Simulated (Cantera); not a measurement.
Cantera run:

```python
import numpy as np
import cantera as ct

gas_names = """
    H HNO HNO2 HNO3 HO2 H2 H2O H2O2 N NH NH2 NH3 NH2OH NO NO2 NO3 N2 N2H2 N2H4 N2O O OH O2 O3 Si SiH
    SiH2 SiH3 SiH4 SiN SiO SiO2 Si2 Si2N Si3
""".split()
cond_names = """
    H2O(s) H2O(L) Si(cr) Si(L) SiO2(Lqz) SiO2(hqz) SiO2(L) Si2N2O(s) Si3N4(a)
""".split()


# ... load() reads the species with a 1 bar reference pressure and builds the phases ...
atoms = {
    'Si3N4': {'Si': 3, 'N': 4},
    'H2O': {'H': 2, 'O': 1},
    'N2': {'N': 2},
}
top_T = {'Si2N2O(s)': 2100, 'Si3N4(a)': 2400}  # K; cautious upper limits of use, not melting points


# ... equilibrate(T, P, feed) seeds the gas with the atoms and calls Mixture.equilibrate('TP', solver="vcs", rtol=1e-11, max_steps=5000) ...
results = []
feed = {'Si3N4': 1, 'H2O': 0.044, 'N2': 4.8}  # mol
P = 0.15  # Pa
for T in [1600, 1625, 1650, 1675, 1700, 1725, 1750, 1775, 1800]:
    mix = equilibrate(T, P, feed)
    results.append((T, P, feed, dict(zip(mix.species_names, mix.species_moles))))
    x = sorted(zip(gas.X, gas.species_names), reverse=True)
    print(f"T = {T:g} K  P = {P:g} Pa  gas = {mix.phase_moles(0):.4g} mol")
    print("   x: " + "  ".join(f"{s} {v:.3e}" for v, s in x if v > 0.001))
    print("   condensed (mol): " + ("  ".join(f"{mix.phase(i).name} {mix.phase_moles(i):.4g}"
          for i in range(1, mix.n_phases) if mix.phase_moles(i) > 1e-12) or "none"))
```

It prints:

```
T = 1600 K  P = 0.15 Pa  gas = 7.381 mol
   x: N2 9.212e-01  Si 6.500e-02  SiO 5.961e-03  H2 4.471e-03  H 2.968e-03
   condensed (mol): Si(cr) 2.471
T = 1625 K  P = 0.15 Pa  gas = 7.747 mol
   x: N2 8.776e-01  Si 1.086e-01  SiO 5.679e-03  H2 3.878e-03  H 3.587e-03
   condensed (mol): Si(cr) 2.105
T = 1650 K  P = 0.15 Pa  gas = 8.417 mol
   x: N2 8.077e-01  Si 1.786e-01  SiO 5.228e-03  H 4.156e-03  H2 3.139e-03
   condensed (mol): Si(cr) 1.434
T = 1675 K  P = 0.15 Pa  gas = 9.746 mol
   x: N2 6.974e-01  Si 2.893e-01  SiO 4.515e-03  H 4.498e-03  H2 2.251e-03  Si2 1.127e-03
   condensed (mol): Si(cr) 0.09717
T = 1700 K  P = 0.15 Pa  gas = 9.854 mol
   x: N2 6.899e-01  Si 2.972e-01  H 5.188e-03  SiO 4.465e-03  H2 1.859e-03
   condensed (mol): none
T = 1725 K  P = 0.15 Pa  gas = 9.863 mol
   x: N2 6.893e-01  Si 2.978e-01  H 5.888e-03  SiO 4.461e-03  H2 1.507e-03
   condensed (mol): none
T = 1750 K  P = 0.15 Pa  gas = 9.869 mol
   x: N2 6.889e-01  Si 2.982e-01  H 6.533e-03  SiO 4.458e-03  H2 1.184e-03
   condensed (mol): none
T = 1775 K  P = 0.15 Pa  gas = 9.874 mol
   x: N2 6.886e-01  Si 2.984e-01  H 7.096e-03  SiO 4.456e-03
   condensed (mol): none
T = 1800 K  P = 0.15 Pa  gas = 9.877 mol
   x: N2 6.884e-01  Si 2.985e-01  H 7.561e-03  SiO 4.455e-03
   condensed (mol): none
```

These are equilibrium values from Cantera (NASA tables, ideal gas, pure condensed phases), not measurements of a reactor. The tables' values for SiN are old estimates; treat these amounts as uncertain.
